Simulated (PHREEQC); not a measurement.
Dissolve 0.27 mol/kgw CuSO4, 0.15 mol/kgw HBF4 and 0.0027 mol/kgw Na2SO4 at 25 °C. Closed to the air; pH follows from the charge balance.

Computed with PHREEQC (ion-association model, wateq4f.dat).

```yaml
pH: 1.37
ionic_strength: 0.647 mol/kgw
activity_of_water: 0.989
total_alkalinity: -600 meq/kg
```

```csv
species,molality,activity,log γ
Cu+2,0.169,0.0392,-0.635
BF4-,0.144,0.0813,-0.247
CuSO4,0.101,0.117,0.065
HSO4-,0.0925,0.0601,-0.187
SO4-2,0.0790,0.0146,-0.733
H+,0.0559,0.0423,-0.121
```

This is a speciation only: nothing precipitates in the calculation. Complexes and solids missing from the database can't appear. Real BF4- forms and hydrolyses slowly; the run takes it at equilibrium.
